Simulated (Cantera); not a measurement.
Feed: 1 mol SiCl4, 0.44 mol C3H8, a varied amount of H2, 0.021 mol CH4, at 1300 °C and 0.0770 bar.

Equilibrium computed with Cantera from the NASA thermochemical tables; the gas is ideal and each condensed phase is pure. Candidate condensed phases: C, C6H6, C7H8, C8H18, Si, SiC; 109 gas species. Kinetics and transport are ignored.

log p: log10 of the partial pressure in bar; n: condensed amount in mol.

```
n(H2) (mol)  log p H2  log p HCl  log p H  log p CH4  log p SiCl2  log p C2H2 (acetylene)  n C(graphite)  n SiC(s)
-----------  --------  ---------  -------  ---------  -----------  ----------------------  -------------  --------
64              -1.14      -2.34    -4.96      -5.02        -5.04                   -5.83          0.338     0.992
98              -1.13        ___    -4.96      -5.00          ___                   -5.82          0.329     0.995
150             -1.13      -2.70    -4.95      -4.99        -5.76                   -5.81          0.318     0.996
230             -1.12      -2.88    -4.95      -4.98        -6.13                   -5.81          0.302     0.998
350             -1.12      -3.06    -4.95      -4.97        -6.49                   -5.80          0.279     0.998
540             -1.12      -3.25    -4.95      -4.97        -6.87                   -5.80          0.244     0.999
840             -1.12        ___    -4.95      -4.97          ___                   -5.80            ___     0.999
1300            -1.11      -3.63    -4.95      -4.97        -7.63                   -5.80          0.104     1.000
2000            -1.11      -3.81    -4.95      -4.99        -7.98                   -5.85              0     1.000
```

Complete the blanks.


- 98, log p HCl: -2.52
- 98, log p SiCl2: -5.40
- 840, log p HCl: -3.44
- 840, log p SiCl2: -7.25
- 840, n C(graphite): 0.188
